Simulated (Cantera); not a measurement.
## Equilibrium for hydrogen reduction and annealing atmospheres: Cu₂O + H₂

Charge: 1 mol Cu₂O, 2.5 mol H₂, at 1300 Pa.

Cantera equilibrium calculation (NASA polynomials, part measured and part estimated; ideal gas, pure solids and liquids). Candidate condensed phases: Cu, CuO, Cu(OH)₂, Cu₂O, H₂O; 12 gas species. The numbers say what is thermodynamically allowed, not how fast it happens.

```json
[
 {"T (°C)": "427", "log p H₂": "-2.11", "log p H₂O": "-2.28", "log p Cu": "<-13", "log p H": "<-13", "log p Cu₂": "<-13", "log p OH": "<-13", "n Cu(s)": "2.00", "n Cu(l)": "0"},
 {"T (°C)": "527", "log p H₂": "-2.11", "log p H₂O": "-2.28", "log p Cu": "<-13", "log p H": "-12.59", "log p Cu₂": "<-13", "log p OH": "<-13", "n Cu(s)": "2.00", "n Cu(l)": "0"},
 {"T (°C)": "627", "log p H₂": "-2.11", "log p H₂O": "-2.28", "log p Cu": "-12.74", "log p H": "-10.99", "log p Cu₂": "<-13", "log p OH": "<-13", "n Cu(s)": "2.00", "n Cu(l)": "0"},
 {"T (°C)": "727", "log p H₂": "-2.11", "log p H₂O": "-2.28", "log p Cu": "-10.81", "log p H": "-9.70", "log p Cu₂": "<-13", "log p OH": "-12.53", "n Cu(s)": "2.00", "n Cu(l)": "0"},
 {"T (°C)": "827", "log p H₂": "-2.11", "log p H₂O": "-2.28", "log p Cu": "-9.23", "log p H": "-8.64", "log p Cu₂": "<-13", "log p OH": "-11.17", "n Cu(s)": "2.00", "n Cu(l)": "0"},
 {"T (°C)": "927", "log p H₂": "-2.11", "log p H₂O": "-2.28", "log p Cu": "-7.91", "log p H": "-7.76", "log p Cu₂": "-12.46", "log p OH": "-10.03", "n Cu(s)": "2.00", "n Cu(l)": "0"},
 {"T (°C)": "1027", "log p H₂": "-2.11", "log p H₂O": "-2.28", "log p Cu": "-6.80", "log p H": "-7.01", "log p Cu₂": "-10.89", "log p OH": "-9.07", "n Cu(s)": "2.00", "n Cu(l)": "0"},
 {"T (°C)": "1127", "log p H₂": "-2.11", "log p H₂O": "-2.28", "log p Cu": "-5.87", "log p H": "-6.37", "log p Cu₂": "-9.58", "log p OH": "-8.24", "n Cu(s)": "0", "n Cu(l)": "2.00"},
 {"T (°C)": "1227", "log p H₂": "-2.11", "log p H₂O": "-2.28", "log p Cu": "-5.08", "log p H": "-5.81", "log p Cu₂": "-8.49", "log p OH": "-7.53", "n Cu(s)": "0", "n Cu(l)": "2.00"},
 {"T (°C)": "1327", "log p H₂": "-2.11", "log p H₂O": "-2.29", "log p Cu": "-4.40", "log p H": "-5.32", "log p Cu₂": "-7.55", "log p OH": "-6.90", "n Cu(s)": "0", "n Cu(l)": "1.99"},
 {"T (°C)": "1427", "log p H₂": "-2.11", "log p H₂O": "-2.29", "log p Cu": "-3.80", "log p H": "-4.89", "log p Cu₂": "-6.72", "log p OH": "-6.35", "n Cu(s)": "0", "n Cu(l)": "1.97"},
 {"T (°C)": "1527", "log p H₂": "-2.13", "log p H₂O": "-2.30", "log p Cu": "-3.27", "log p H": "-4.51", "log p Cu₂": "-5.98", "log p OH": "-5.87", "n Cu(s)": "0", "n Cu(l)": "1.89"},
 {"T (°C)": "1627", "log p H₂": "-2.17", "log p H₂O": "-2.34", "log p Cu": "-2.79", "log p H": "-4.18", "log p Cu₂": "-5.33", "log p OH": "-5.44", "n Cu(s)": "0", "n Cu(l)": "1.64"}
]
```
log p: log10 of the partial pressure in bar; n: condensed amount in mol.

From 427 °C to 1027 °C the condensed part is Cu(s). From 1127 °C to 1627 °C the condensed part is Cu(l).
